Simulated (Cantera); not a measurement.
Input (Python, Cantera) and output of one run.

```python
import numpy as np
import cantera as ct

gas_names = """
    CL CL2 H HCL H2 N NH NH2 NH3 N2 N2H2 N2H4 Si SiCL SiCL2 SiCL3 SiCL4 SiH SiHCL3 SiH2 SiH2CL2 SiH3
    SiH3CL SiH4 SiN Si2 Si2N Si3
""".split()
cond_names = """
    NH4CL(a) NH4CL(b) Si(cr) Si(L) Si3N4(a)
""".split()


# ... load() reads the species with a 1 bar reference pressure and builds the phases ...
atoms = {
    'Si3H8': {'Si': 3, 'H': 8},
    'HCl': {'H': 1, 'CL': 1},
    'N2': {'N': 2},
}
top_T = {'Si3N4(a)': 2400}  # K; cautious upper limits of use, not melting points


# ... equilibrate(T, P, feed) seeds the gas with the atoms and calls Mixture.equilibrate('TP', solver="vcs", rtol=1e-11, max_steps=5000) ...
results = []
feed = {'Si3H8': 1, 'HCl': 3, 'N2': 3.2}  # mol
P = 13332.2  # Pa
for T in [900, 1000, 1100, 1200, 1300, 1400, 1500, 1600, 1700]:
    mix = equilibrate(T, P, feed)
    results.append((T, P, feed, dict(zip(mix.species_names, mix.species_moles))))
    x = sorted(zip(gas.X, gas.species_names), reverse=True)
    print(f"T = {T:g} K  P = {P:g} Pa  gas = {mix.phase_moles(0):.4g} mol")
    print("   x: " + "  ".join(f"{s} {v:.3e}" for v, s in x if v > 1e-06))
    print("   condensed (mol): " + ("  ".join(f"{mix.phase(i).name} {mix.phase_moles(i):.4g}"
          for i in range(1, mix.n_phases) if mix.phase_moles(i) > 1e-12) or "none"))
```

It prints:

```
T = 900 K  P = 13332.2 Pa  gas = 8.145 mol
   x: H2 5.311e-01  HCL 2.882e-01  N2 1.607e-01  SiCL4 1.996e-02  SiHCL3 1.045e-04  NH3 2.505e-05  SiCL3 1.633e-06
   condensed (mol): Si3N4(a) 0.9455
T = 1000 K  P = 13332.2 Pa  gas = 8.156 mol
   x: H2 5.229e-01  HCL 3.027e-01  N2 1.580e-01  SiCL4 1.613e-02  SiHCL3 1.964e-04  SiCL3 1.294e-05  NH3 1.167e-05
   condensed (mol): Si3N4(a) 0.9556
T = 1100 K  P = 13332.2 Pa  gas = 8.163 mol
   x: H2 5.170e-01  HCL 3.131e-01  N2 1.561e-01  SiCL4 1.330e-02  SiHCL3 3.238e-04  SiCL3 6.893e-05  NH3 6.223e-06  SiCL2 4.973e-06
   condensed (mol): Si3N4(a) 0.9627
T = 1200 K  P = 13332.2 Pa  gas = 8.169 mol
   x: H2 5.128e-01  HCL 3.204e-01  N2 1.548e-01  SiCL4 1.111e-02  SiHCL3 4.836e-04  SiCL3 2.724e-04  SiCL2 5.860e-05  NH3 3.682e-06  SiH2CL2 2.756e-06
   condensed (mol): Si3N4(a) 0.9675
T = 1300 K  P = 13332.2 Pa  gas = 8.177 mol
   x: H2 5.101e-01  HCL 3.244e-01  N2 1.542e-01  SiCL4 9.252e-03  SiCL3 8.472e-04  SiHCL3 6.628e-04  SiCL2 4.604e-04  SiH2CL2 6.699e-06  NH3 2.366e-06  H 2.164e-06  CL 1.161e-06
   condensed (mol): Si3N4(a) 0.9694
T = 1400 K  P = 13332.2 Pa  gas = 8.195 mol
   x: H2 5.094e-01  HCL 3.227e-01  N2 1.550e-01  SiCL4 7.350e-03  SiCL2 2.567e-03  SiCL3 2.108e-03  SiHCL3 8.211e-04  SiH2CL2 1.380e-05  H 9.507e-06  CL 4.960e-06  NH3 1.632e-06
   condensed (mol): Si3N4(a) 0.9649
T = 1500 K  P = 13332.2 Pa  gas = 8.246 mol
   x: H2 5.122e-01  HCL 3.087e-01  N2 1.589e-01  SiCL2 1.022e-02  SiCL4 4.997e-03  SiCL3 4.010e-03  SiHCL3 8.585e-04  H 3.450e-05  SiH2CL2 2.346e-05  CL 1.676e-05  NH3 1.207e-06
   condensed (mol): Si3N4(a) 0.9447
T = 1600 K  P = 13332.2 Pa  gas = 8.356 mol
   x: H2 5.205e-01  HCL 2.747e-01  N2 1.681e-01  SiCL2 2.812e-02  SiCL3 5.335e-03  SiCL4 2.493e-03  SiHCL3 6.821e-04  H 1.074e-04  CL 4.484e-05  SiH2CL2 3.117e-05  SiCL 1.878e-06
   condensed (mol): Si3N4(a) 0.8979
T = 1700 K  P = 13332.2 Pa  gas = 8.513 mol
   x: H2 5.336e-01  HCL 2.242e-01  N2 1.813e-01  SiCL2 5.431e-02  SiCL3 4.900e-03  SiCL4 8.703e-04  SiHCL3 4.007e-04  H 2.948e-04  CL 9.631e-05  SiH2CL2 3.217e-05  SiCL 1.488e-05  SiH2 1.218e-06
   condensed (mol): Si3N4(a) 0.8282
```

Equilibrium computed with Cantera from the NASA thermochemical tables; the gas is ideal and each condensed phase is pure. The feed counts by its element totals alone. N2 is the only nitrogen source here; it is nearly inert below about 1500 K, so the nitride shown seldom forms there in practice. The tables' values for SiCl3, SiCl are old estimates; treat these amounts as uncertain.
